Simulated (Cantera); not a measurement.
A freely propagating, adiabatic, planar premixed flame of H₂ : O₂ : N₂ = 1 : 0.455 : 1.71 (molar parts), equivalence ratio 1.1, unburnt at 475 K and 0.217 atm; mixture-averaged transport, grid criteria slope 0.08 and curve 0.16, no radiation.

Detailed kinetics in Cantera: the H2/O2 subset of GRI-Mech 3.0, which has no nitrogen chemistry. Burning velocities carry a grid error of a few per cent, more on coarse grids.

Question: What does this change do: 0.27 parts H2O added?

Answer: 
```
quantity                    before     after
------------------------  --------  --------
laminar burning velocity  453 cm/s  413 cm/s
thermal thickness          3.14 mm   2.96 mm
peak x(O)                   0.0130   0.00970
peak x(H)                   0.0853    0.0672
peak x(HO₂)               0.000125  0.000167
peak x(OH)                  0.0168    0.0141
```

Question: What does this change do: inlet temperature 475 to 425 K?

Answer: 
```tsv
quantity	before	after
laminar burning velocity	453 cm/s	381 cm/s
thermal thickness	3.14 mm	3.04 mm
peak x(O)	0.0130	0.0124
peak x(H)	0.0853	0.0820
peak x(HO₂)	0.000125	0.000148
peak x(OH)	0.0168	0.0161
```

Question: What does this change do: H2 1 to 1.3 parts?

Answer: 
```
quantity                    before     after
------------------------  --------  --------
laminar burning velocity  453 cm/s  502 cm/s
thermal thickness          3.14 mm   3.02 mm
peak x(O)                   0.0130   0.00856
peak x(H)                   0.0853     0.108
peak x(HO₂)               0.000125  0.000119
peak x(OH)                  0.0168    0.0116
```
